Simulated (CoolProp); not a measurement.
Computed with CoolProp (reference Helmholtz-energy equation of state, Smukala 2000).

Give the vapour pressure (MPa), vapour Z, surface tension (mN/m) of saturated ethylene at 205.2 K.


```json
[
 {"T (K)": "205.2", "p (MPa)": "0.560", "vapour Z": "0.890", "surface tension (mN/m)": "10.5"}
]
```

Surface tension comes from a separate correlation (Mulero 2012).
